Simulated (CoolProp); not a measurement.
Dimethyl carbonate along the isotherm 600 K: density (kg/m³) from the reference equation and from simpler models built on Tc = 557.0 K, pc = 4.909 MPa, ω = 0.346; each cubic takes its own stable root.

Values from CoolProp's reference Helmholtz-energy equation of state, Zhou 2011.

| p (MPa) | phase | reference |
|---|---|---|
| 0.155 | gas | 2.823 |
| 0.276 | gas | 5.061 |
| 0.491 | gas | 9.115 |
| 0.873 | gas | 16.58 |
| 1.55 | gas | 30.73 |
| 2.76 | gas | 59.78 |
| 4.91 | supercritical | 132.2 |
| 8.73 | supercritical | 408.7 |
| 15.5 | supercritical | 595.0 |
| 27.6 | supercritical | 692.7 |
| 49.1 | supercritical | 773.4 |

Q: How far does each simpler model (ideal gas, Redlich-Kwong, Soave-Redlich-Kwong) lie from the reference over these 11 states: mean and median of the absolute difference, and the worst?

A: 
- ideal gas: mean 20.5 %, median 14.6 %, worst -61.4 % at 600 K and 8.73 MPa
- Redlich-Kwong: mean 2.4 %, median 0.5 %, worst -8.7 % at 600 K and 15.5 MPa
- Soave-Redlich-Kwong: mean 4.1 %, median 0.8 %, worst -12.8 % at 600 K and 8.73 MPa
